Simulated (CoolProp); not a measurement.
Octamethyltrisiloxane (MDM) along the isobar 0.225 MPa: Z from the reference equation and from simpler models built on Tc = 292.2 °C, pc = 1.438 MPa, ω = 0.528; each cubic takes its own stable root.

Values from CoolProp's reference Helmholtz-energy equation of state, Thol 2017.

```tsv
T (°C)	phase	reference	Redlich-Kwong	Soave-Redlich-Kwong	Peng-Robinson
71.35	liquid	0.02419	0.02847	0.02668	0.02368
80.55	liquid	0.02386	0.02811	0.02627	0.02330
89.85	liquid	0.02356	0.02778	0.02589	0.02296
99.05	liquid	0.02329	0.02750	0.02556	0.02265
108.35	liquid	0.02305	0.02726	0.02526	0.02238
117.65	liquid	0.02283	0.02706	0.02501	0.02214
126.85	liquid	0.02264	0.02691	0.02479	0.02194
136.15	liquid	0.02247	0.02680	0.02462	0.02177
145.35	liquid	0.02234	0.02674	0.02449	0.02164
154.65	liquid	0.02223	0.8697	0.02440	0.02155
163.95	liquid	0.02216	0.8783	0.02436	0.02150
173.15	liquid	0.02211	0.8860	0.02438	0.02151
182.45	liquid	0.02211	0.8931	0.02445	0.02157
191.65	gas	0.8752	0.8995	0.8813	0.8745
200.95	gas	0.8856	0.9054	0.8900	0.8832
210.25	gas	0.8949	0.9109	0.8979	0.8912
```

At some of these states Redlich-Kwong gives the other phase, because its saturation line lies elsewhere.
